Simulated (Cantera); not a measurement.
A jet of CH4 : O2 : N2 = 0.024 : 0.15 : 0.79 (molar parts) at 300 K and 0.0326 atm hits a platinum plate 4.3 cm away at a mass flux of 0.036 kg/m²/s; the plate temperature is set and raised in steps from an oxygen-covered start.

Model: Deutschmann's 1995 Pt surface mechanism with GRI-Mech 3.0 gas chemistry, integrated in Cantera. Catalytic surfaces can have several steady states; this one follows from the mechanism file's or the stated starting coverage.

x: mole fraction at the wall; θ: surface coverage.

| plate T (K) | wall x CH4 | wall x O2 | wall x H2O | wall x OH | wall x CO | wall x CO2 | θ free Pt | θ O* |
|---|---|---|---|---|---|---|---|---|
| 850 | 0.0215 | 0.148 | 0.00632 | <1e-8 | 6.28e-6 | 0.00411 | 0.170 | 0.829 |
| 900 | 0.0188 | 0.143 | 0.0115 | 3.23e-8 | 7.84e-6 | 0.00747 | 0.238 | 0.761 |
| 950 | ___ | 0.136 | ___ | ___ | ___ | ___ | ___ | ___ |
| 1000 | 0.0130 | 0.130 | 0.0221 | 3.05e-7 | 1.03e-5 | 0.0145 | 0.383 | 0.616 |
| 1050 | 0.0107 | 0.125 | 0.0263 | 7.57e-7 | 1.14e-5 | 0.0172 | 0.456 | 0.544 |
| 1100 | ___ | 0.122 | 0.0295 | ___ | ___ | 0.0193 | ___ | ___ |
| 1150 | 0.00762 | 0.119 | 0.0319 | 3.42e-6 | 1.43e-5 | 0.0209 | 0.590 | 0.409 |
| 1200 | 0.00667 | 0.117 | 0.0335 | 6.44e-6 | 1.65e-5 | 0.0220 | 0.651 | 0.349 |

### Question
What belongs in the gaps?

### Answer

- 950, wall x CH4: 0.0158
- 950, wall x H2O: 0.0170
- 950, wall x OH: 1.08e-7
- 950, wall x CO: 9.16e-6
- 950, wall x CO2: 0.0111
- 950, θ free Pt: 0.310
- 950, θ O*: 0.689
- 1100, wall x CH4: 0.00896
- 1100, wall x OH: 1.68e-6
- 1100, wall x CO: 1.27e-5
- 1100, θ free Pt: 0.525
- 1100, θ O*: 0.474
